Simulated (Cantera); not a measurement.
# Formation from one mole of S2

Standard-state values (1 bar) from the NASA 1993 polynomials, evaluated with Cantera. Values are per mole of reaction as written; species without (g) are pure solids or liquids, kept so even where they would boil at 1 bar.

2 Ba + S2(g) → 2 BaS

| T (K) | ΔH° (kJ) | ΔS° (J/K) | ΔG° (kJ) | log10 K | condensed phases |
|---|---|---|---|---|---|
| 300 | -1055.6 | -196.2 | -996.7 | 173.54 | Ba(s), BaS(s) |
| 1523 | -1067.4 | -204.5 | -756.0 | 25.93 | Ba(l), BaS(s) |
| 1723 | -1066.2 | -203.8 | -715.2 | 21.68 | Ba(l), BaS(s) |
| 1923 | -1064.6 | -202.9 | -674.5 | 18.32 | Ba(l), BaS(s) |
| 2123 | -1062.4 | -201.8 | -634.0 | 15.60 | Ba(l), BaS(s) |
| 2323 | -1059.7 | -200.6 | -593.8 | 13.35 | Ba(l), BaS(s) |

Ni + S2(g) → NiS2

| T (K) | ΔH° (kJ) | ΔS° (J/K) | ΔG° (kJ) | log10 K | condensed phases |
|---|---|---|---|---|---|
| 300 | -259.8 | -186.1 | -203.9 | 35.50 | Ni(s), NiS2(s) |
| 1523 | -177.1 | -114.6 | -2.6 | 0.09 | Ni(s), NiS2(l) |
| 1723 | -174.2 | -112.8 | 20.2 | -0.61 | Ni(s), NiS2(l) |
| 1923 | -188.9 | -121.4 | 44.5 | -1.21 | Ni(l), NiS2(l) |
| 2123 | -186.5 | -120.2 | 68.7 | -1.69 | Ni(l), NiS2(l) |
| 2323 | -184.2 | -119.1 | 92.6 | -2.08 | Ni(l), NiS2(l) |

2 Ca + S2(g) → 2 CaS

| T (K) | ΔH° (kJ) | ΔS° (J/K) | ΔG° (kJ) | log10 K | condensed phases |
|---|---|---|---|---|---|
| 300 | -1074.8 | -200.1 | -1014.8 | 176.69 | Ca(s), CaS(s) |
| 1523 | -1089.1 | -208.5 | -771.5 | 26.46 | Ca(l), CaS(s) |
| 1723 | -1089.5 | -208.8 | -729.8 | 22.12 | Ca(l), CaS(s) |
| 1923 | -1089.7 | -208.9 | -688.0 | 18.69 | Ca(l), CaS(s) |
| 2123 | -1089.7 | -208.9 | -646.3 | 15.90 | Ca(l), CaS(s) |
| 2323 | -1089.5 | -208.8 | -604.5 | 13.59 | Ca(l), CaS(s) |
